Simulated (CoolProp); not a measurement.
The fluid at 385.93 K and 0.956 MPa flows at 0.89 m/s in a round tube of 6 mm bore and 45 µm roughness, fully developed (64/Re and Nu = 3.66 if laminar; Colebrook and Gnielinski if turbulent). The same conditions are run with several fluids, on thermodynamics alone (safety and materials aside).

Values from CoolProp's reference Helmholtz-energy equation of state of each fluid (C3F8 (R218): Lemmon 2006; oxygen: Schmidt 1985; R124: de Vries 1995; R236EA: Rui 2013; R13: Platzer 1990). The equations of Platzer and Polt are older, rougher fits.

```csv
fluid,Reynolds number,Darcy friction factor,pressure drop (Pa/m),heat-transfer coefficient (W/(m² K)),mass flow (kg/h)
C3F8 (R218),20000,0.0378,153,270,5.54
oxygen,[?],[?],20.0,[?],0.864
R124,14400,0.0389,117,[?],4.13
R236EA,19500,0.0378,[?],272,[?]
R13,[?],0.0408,86.9,119,2.92
```

Problem. What belongs in the gaps?

Solution. 
- oxygen, Reynolds number: 2010
- oxygen, Darcy friction factor: 0.0318
- oxygen, heat-transfer coefficient (W/(m² K)): 20.3
- R124, heat-transfer coefficient (W/(m² K)): 201
- R236EA, pressure drop (Pa/m): 131
- R236EA, mass flow (kg/h): 4.75
- R13, Reynolds number: 9410

Above 300 K oxygen's equation is extrapolated.

Transport values come from each fluid's own correlations; those of C3F8 (R218), R124, R236EA, R13 are estimates that may be off by 10 % or more.
